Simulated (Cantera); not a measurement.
## Catalytic stagnation flow on Pt

A jet of 2.04 % CH₄, 17.3 % O₂, 80.6 % N₂, equivalence ratio 0.24 at 300 K and 0.109 atm hits a platinum plate 2.1 cm away at a mass flux of 0.13 kg/m²/s; the plate temperature is set and raised in steps from an oxygen-covered start.

Computed with Cantera and Deutschmann's 1995 Pt surface mechanism with GRI-Mech 3.0 gas chemistry. Catalytic surfaces can have several steady states; this one follows from the mechanism file's or the stated starting coverage.

| plate T (K) | wall x CH₄ | wall x O₂ | wall x H₂O | wall x OH | wall x CO | wall x CO₂ | θ free Pt | θ O* |
|---|---|---|---|---|---|---|---|---|
| 950 | 0.0149 | 0.162 | 0.0102 | 5.58e-8 | 7.09e-6 | 0.00672 | 0.232 | 0.767 |
| 1000 | 0.0125 | 0.157 | 0.0147 | 1.64e-7 | 8.01e-6 | 0.00964 | 0.297 | 0.702 |
| 1050 | 0.0103 | 0.152 | 0.0187 | 4.18e-7 | 8.75e-6 | 0.0123 | 0.363 | 0.636 |
| 1100 | 0.00855 | 0.148 | 0.0219 | 9.56e-7 | 9.45e-6 | 0.0144 | 0.428 | 0.571 |
| 1150 | 0.00714 | 0.145 | 0.0245 | 1.99e-6 | 1.02e-5 | 0.0161 | 0.492 | 0.508 |
| 1200 | 0.00606 | 0.143 | 0.0264 | 3.82e-6 | 1.11e-5 | 0.0174 | 0.552 | 0.447 |
| 1250 | 0.00522 | 0.141 | 0.0278 | 6.88e-6 | 1.23e-5 | 0.0183 | 0.609 | 0.391 |
| 1300 | 0.00458 | 0.140 | 0.0288 | 1.17e-5 | 1.39e-5 | 0.0190 | 0.661 | 0.338 |
x: mole fraction at the wall; θ: surface coverage.
